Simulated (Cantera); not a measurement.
A closed system holds: 1 mol S, 0.73 mol SO2, 1.3 mol H2, at 1.33 mbar.

These are equilibrium values from Cantera (NASA tables, ideal gas, pure condensed phases), not measurements of a reactor. Candidate condensed phases: H2O, H2SO4, S; 19 gas species. Gases not in the tables: S3 to S7. The numbers say what is thermodynamically allowed, not how fast it happens.

x: gas mole fraction; nothing condenses.

```csv
T (°C),x H2O,x S2,x H2,x SO2,x H2S
550,0.501,0.307,0.00356,0.0878,0.0992
625,0.511,0.317,0.00852,0.0810,0.0811
700,0.513,0.324,…,0.0780,…
775,0.508,0.327,0.0312,0.0784,0.0539
850,0.495,0.327,…,0.0821,…
925,0.477,0.325,0.0728,0.0885,0.0343
1000,0.453,0.320,0.0986,0.0971,0.0270
1075,0.425,0.314,0.126,0.107,0.0213
1150,0.396,0.305,0.154,0.117,0.0167
```

Task: Complete the blanks.

Result: 
- 850, x H2: 0.0499
- 850, x H2S: 0.0433
- 700, x H2: 0.0174
- 700, x H2S: 0.0664
